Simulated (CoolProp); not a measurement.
Vapour-liquid equilibrium of CH2F2 (R32) (1) + R1234ze(E) (2) at 238.7 K; x and y are mole fractions of (1).

Computed with CoolProp (multi-fluid Helmholtz-energy mixture model, Tillner-Roth 1997 and Thol 2016; pair parameters Bell 2023).

```tsv
x	bubble pressure, mixture model (bar)	bubble pressure, Raoult's law (bar)	y, mixture model	y, Raoult's law
0.05	0.6105	0.5792	0.232	0.196
0.15	0.8378	0.7568	0.491	0.449
0.25	1.046	0.9345	0.633	0.606
0.35	1.235	1.112	?	0.713
0.45	1.407	1.290	0.787	0.791
0.55	1.567	1.467	0.836	0.850
0.65	1.720	1.645	0.878	0.896
0.75	?	1.823	?	0.933
0.85	2.025	2.000	0.950	0.963
0.95	2.185	2.178	?	0.989
```

Fill in the missing entries.


- 0.35, y, mixture model: 0.723
- 0.75, bubble pressure, mixture model (bar): 1.871
- 0.75, y, mixture model: 0.915
- 0.95, y, mixture model: 0.984

The largest gap from Raoult's law is +11.9 % in bubble pressure, at x = 0.25. No azeotrope shows between x = 0.05 and 0.95.

The pair parameters rest on a limited set of measurements; away from them the model extrapolates.
